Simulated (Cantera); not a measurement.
Low-pressure radical oxidation in H2/O2

An isothermal, constant-pressure homogeneous reactor starts with H2 : O2 = 0.35 : 1 (molar parts), equivalence ratio 0.17, at 1425 K and 2670 Pa.

Model: GRI-Mech 3.0 (53 species, 325 reactions), integrated in Cantera. Radical loss at walls, strong at low pressure, is not modelled. The temperature is held fixed by assumption; the heat of reaction is taken as removed at once.

```tsv
t (s)	x H2	x O2	x H	x HO2	x H2O2	x OH
2.00e-5	0.259	0.741	2.91e-7	2.52e-7	5.57e-10	1.11e-7
6.55e-5	0.259	0.741	6.53e-6	8.30e-7	5.73e-9	2.97e-6
0.000215	0.157	0.682	0.0434	7.71e-6	3.48e-7	0.0183
0.000703	0.0154	0.593	0.0751	1.16e-5	4.78e-7	0.0216
0.00230	0.0123	0.623	0.0476	1.27e-5	5.24e-7	0.0198
0.00754	0.00483	0.674	0.0101	1.20e-5	4.72e-7	0.0128
0.0247	0.000578	0.698	0.000396	4.41e-6	1.95e-7	0.00450
0.0809	5.98e-5	0.701	1.32e-5	7.62e-7	5.60e-8	0.00146
0.265	9.47e-6	0.702	8.39e-7	2.09e-7	1.70e-8	0.000582
0.869	2.36e-6	0.702	1.05e-7	1.72e-7	6.88e-9	0.000292
2.85	1.46e-6	0.702	5.12e-8	1.90e-7	5.38e-9	0.000229
9.32	1.44e-6	0.702	5.05e-8	1.90e-7	5.36e-9	0.000228
30.5	1.44e-6	0.702	5.05e-8	1.90e-7	5.36e-9	0.000228
100	1.44e-6	0.702	5.05e-8	1.90e-7	5.36e-9	0.000228
```
x: mole fraction; the columns are a selection and need not sum to one.

Equilibrium at this temperature and pressure: H2 1.44e-6, O2 0.702, H 5.05e-8, HO2 1.90e-7, H2O2 5.36e-9, OH 0.000228 (gas phase only).
